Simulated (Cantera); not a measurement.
**Aluminium nitride and oxide growth: Al(CH3)3 + N2O + N2**

A closed system holds: 1 mol Al(CH3)3, 1.7 mol N2O, 7.4 mol N2, at 1.00 Torr.

Equilibrium computed with Cantera from the NASA thermochemical tables; the gas is ideal and each condensed phase is pure. Candidate condensed phases: Al, AlN, Al2O3, C, C6H6, C7H8, C8H18, H2O; 148 gas species. The feed counts by its element totals alone. Mutual solubility and eutectic melting of coexisting phases are not modelled. Rates play no part.

| T (°C) | x N2 | x H2 | x CO | x H2O | x CH4 | x CO2 | x HCN | n Al2O3(s) | n C(graphite) | n AlN(s) |
|---|---|---|---|---|---|---|---|---|---|---|
| 475 | 0.660 | 0.325 | 0.0136 | 0.000570 | 0.000467 | 0.000149 | 1.07e-8 | 0.500 | 2.80 | 0 |
| 550 | 0.660 | 0.326 | 0.0144 | 8.27e-5 | 0.000132 | 1.32e-5 | 7.62e-8 | 0.500 | 2.80 | 0 |
| 625 | 0.659 | 0.326 | 0.0145 | 1.59e-5 | 4.54e-5 | 1.64e-6 | 3.89e-7 | 0.500 | 2.80 | 0 |
| 700 | 0.659 | 0.326 | 0.0145 | 3.92e-6 | 1.82e-5 | 2.81e-7 | 1.54e-6 | 0.500 | 2.80 | 0 |
| 775 | 0.659 | 0.326 | 0.0145 | 1.18e-6 | 8.28e-6 | 6.21e-8 | 5.01e-6 | 0.500 | 2.80 | 0 |
| 850 | 0.659 | 0.326 | 0.0145 | 4.16e-7 | 4.16e-6 | 1.69e-8 | 1.39e-5 | 0.500 | 2.80 | 0 |
| 925 | 0.659 | 0.326 | 0.0145 | 1.67e-7 | 2.27e-6 | 5.44e-9 | 3.38e-5 | 0.500 | 2.80 | 0 |
| 1000 | 0.641 | 0.321 | 0.0384 | 1.95e-7 | 1.29e-6 | 1.41e-8 | 7.24e-5 | 0.387 | 2.46 | 0.226 |
| 1075 | 0.581 | 0.304 | 0.115 | 2.72e-7 | 7.19e-7 | 5.24e-8 | 0.000135 | 0 | 1.30 | 1.00 |
x: gas mole fraction; n: condensed amount in mol.

From 475 °C to 925 °C the condensed part is Al2O3(s) + C(graphite). At 1000 °C the condensed part is AlN(s) + Al2O3(s) + C(graphite). At 1075 °C the condensed part is AlN(s) + C(graphite).
